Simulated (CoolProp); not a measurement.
R507A along the isotherm 205 K: density (kg/m³) from the reference equation and from simpler models built on Tc = 343.8 K, pc = 3.705 MPa, ω = 0.286; each cubic takes its own stable root.

Computed with CoolProp (reference Helmholtz-energy equation of state, Lemmon 2003). It is a pseudo-pure fit of the blend.

```json
[
 {"p (MPa)": "0.37", "phase": "liquid", "reference": "1383", "Redlich-Kwong": "1167", "Peng-Robinson": "1362"},
 {"p (MPa)": "0.741", "phase": "liquid", "reference": "1384", "Redlich-Kwong": "1169", "Peng-Robinson": "…"},
 {"p (MPa)": "1.11", "phase": "liquid", "reference": "1384", "Redlich-Kwong": "1170", "Peng-Robinson": "1364"},
 {"p (MPa)": "1.48", "phase": "liquid", "reference": "1385", "Redlich-Kwong": "…", "Peng-Robinson": "1365"},
 {"p (MPa)": "1.85", "phase": "liquid", "reference": "1386", "Redlich-Kwong": "1173", "Peng-Robinson": "1366"},
 {"p (MPa)": "2.22", "phase": "liquid", "reference": "1387", "Redlich-Kwong": "…", "Peng-Robinson": "1367"},
 {"p (MPa)": "2.59", "phase": "liquid", "reference": "1388", "Redlich-Kwong": "1175", "Peng-Robinson": "1368"},
 {"p (MPa)": "2.96", "phase": "liquid", "reference": "1388", "Redlich-Kwong": "1177", "Peng-Robinson": "1369"},
 {"p (MPa)": "3.33", "phase": "liquid", "reference": "1389", "Redlich-Kwong": "1178", "Peng-Robinson": "…"}
]
```

Task: Some entries are withheld; supply them.

Result: 
- 0.741, Peng-Robinson: 1363
- 1.48, Redlich-Kwong: 1171
- 2.22, Redlich-Kwong: 1174
- 3.33, Peng-Robinson: 1370
